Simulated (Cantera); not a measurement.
# Si2Cl6 + H2 + N2 (silicon epitaxy and polysilicon growth)

Charge: 1 mol Si2Cl6, 130 mol H2, 0.0013 mol N2, equilibrated at 0.00133 bar.

These are equilibrium values from Cantera (NASA tables, ideal gas, pure condensed phases), not measurements of a reactor. Candidate condensed phases: NH4Cl, Si, Si3N4; 28 gas species. The feed counts by its element totals alone. N2 is the only nitrogen source here; it is nearly inert below about 1500 K, so the nitride shown seldom forms there in practice. Mutual solubility and eutectic melting of coexisting phases are not modelled. The tables' values for SiCl3 are old estimates; treat these amounts as uncertain. Rates play no part.

| T (K) | log p H2 | log p HCl | log p SiCl4 | log p SiCl2 | log p SiHCl3 | n Si(s) | n Si3N4(s) |
|---|---|---|---|---|---|---|---|
| 948 | -2.89 | -4.60 | -5.16 | -6.13 | -5.79 | 1.03 | 0.000650 |
| 998 | -2.89 | -4.46 | -5.36 | -5.80 | -5.95 | 1.24 | 0.000649 |
| 1048 | -2.89 | -4.37 | -5.69 | -5.57 | -6.20 | 1.41 | 0.000644 |
| 1098 | -2.89 | -4.32 | -6.14 | -5.44 | -6.55 | 1.49 | 0.000605 |
| 1148 | -2.89 | -4.30 | -6.66 | -5.37 | -6.94 | 1.51 | 0.000387 |
| 1198 | -2.89 | -4.30 | -7.17 | -5.34 | -7.34 | 1.51 | 0 |
| 1248 | -2.89 | -4.30 | -7.67 | -5.31 | -7.71 | 1.50 | 0 |
| 1298 | -2.89 | -4.30 | -8.12 | -5.29 | -8.06 | 1.48 | 0 |
| 1348 | -2.89 | -4.31 | -8.55 | -5.27 | -8.38 | 1.46 | 0 |
log p: log10 of the partial pressure in bar; n: condensed amount in mol.

From 948 K to 1148 K the condensed part is Si(s) + Si3N4(s). From 1198 K to 1348 K the condensed part is Si(s). The main Si-bearing gas is SiCl4 at 948 K and SiCl2 at 1348 K. The share of Si in condensed phases is highest at 1148 K (75.8 %) and lowest at 948 K (51.6 %).
